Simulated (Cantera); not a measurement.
A freely propagating, adiabatic, planar premixed flame of CH4 : C2H6 : C3H8 : O2 : N2 = 1 : 0.39 : 1.1 : 9.64 : 36.2 (molar parts), unburnt at 400 K and 1.20 bar; mixture-averaged transport, grid criteria slope 0.08 and curve 0.16, no radiation.

Model: GRI-Mech 3.0 (53 species, 325 reactions), integrated in Cantera. GRI-Mech 3.0 was tuned for natural gas; its chemistry of propane as a main component is partial and can be far from experiment. Burning velocities carry a grid error of a few per cent, more on coarse grids.

Question: What does this change do: inlet temperature 400 to 675 K?

Answer: 
```
quantity                     before     after
------------------------  ---------  --------
laminar burning velocity  65.4 cm/s  176 cm/s
thermal thickness          0.297 mm  0.236 mm
peak x(CH2)                 4.12e-5   6.79e-5
peak x(HO2)                0.000290  0.000346
peak x(H2O2)                3.59e-5   2.29e-5
```

Question: What does this change do: C3H8 1.1 to 1.4 parts?

Answer: 
```
quantity                     before      after
------------------------  ---------  ---------
laminar burning velocity  65.4 cm/s  72.1 cm/s
thermal thickness          0.297 mm   0.274 mm
peak x(CH2)                 4.12e-5    6.59e-5
peak x(HO2)                0.000290   0.000271
peak x(H2O2)                3.59e-5    2.68e-5
```

Question: What does this change do: 0.85 parts H2O added?

Answer: 
```tsv
quantity	before	after
laminar burning velocity	65.4 cm/s	61.6 cm/s
thermal thickness	0.297 mm	0.311 mm
peak x(CH2)	4.12e-5	3.81e-5
peak x(HO2)	0.000290	0.000279
peak x(H2O2)	3.59e-5	3.83e-5
```
